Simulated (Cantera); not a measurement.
A freely propagating, adiabatic, planar premixed flame of 27.5 % H₂, 18.5 % O₂, 54.0 % N₂, unburnt at 300 K and 0.133 bar; mixture-averaged transport, grid criteria slope 0.08 and curve 0.16, no radiation.

Model: the H2/O2 subset of GRI-Mech 3.0, which has no nitrogen chemistry, integrated in Cantera. Burning velocities carry a grid error of a few per cent, more on coarse grids.

Question: Predict: laminar burning velocity; thermal thickness; peak x(O); peak x(H); peak x(HO₂).

Answer: 
| Property | Value |
|---|---|
| laminar burning velocity | 197 cm/s |
| thermal thickness | 4.50 mm |
| peak x(O) | 0.0175 |
| peak x(H) | 0.0575 |
| peak x(HO₂) | 0.000163 |
